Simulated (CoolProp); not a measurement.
Vapour-liquid equilibrium of R152A (1) + n-pentane (2) at 265.2 K; x and y are mole fractions of (1).

Values from CoolProp's multi-fluid Helmholtz-energy mixture model, Outcalt 1996 and Thol 2019; pair parameters Bell 2016.

| x | bubble pressure, mixture model (bar) | bubble pressure, Raoult's law (bar) | y, mixture model | y, Raoult's law |
|---|---|---|---|---|
| 0.05 | 0.5710 | 0.2580 | 0.713 | 0.381 |
| 0.125 | 1.004 | 0.3928 | 0.843 | 0.625 |
| 0.2 | 1.283 | 0.5275 | 0.882 | 0.745 |
| 0.275 | 1.455 | 0.6623 | 0.899 | 0.816 |
| 0.35 | 1.558 | 0.7971 | 0.908 | 0.863 |
| 0.425 | 1.619 | 0.9319 | 0.914 | 0.896 |
| 0.5 | 1.658 | 1.067 | 0.917 | 0.921 |
| 0.575 | 1.688 | 1.201 | 0.921 | 0.941 |
| 0.65 | 1.717 | 1.336 | 0.924 | 0.956 |
| 0.725 | 1.753 | 1.471 | 0.930 | 0.969 |
| 0.8 | 1.797 | 1.606 | 0.938 | 0.979 |
| 0.875 | 1.853 | 1.741 | 0.953 | 0.988 |
| 0.95 | 1.919 | 1.875 | 0.976 | 0.996 |

The largest gap from Raoult's law is +155.6 % in bubble pressure, at x = 0.125. No azeotrope shows between x = 0.05 and 0.95.

Pair parameters are fitted to limited data, so mixtures are less certain than the pure fluids. With so large a gap from Raoult's law the liquid may split in two, which this calculation doesn't test in full.
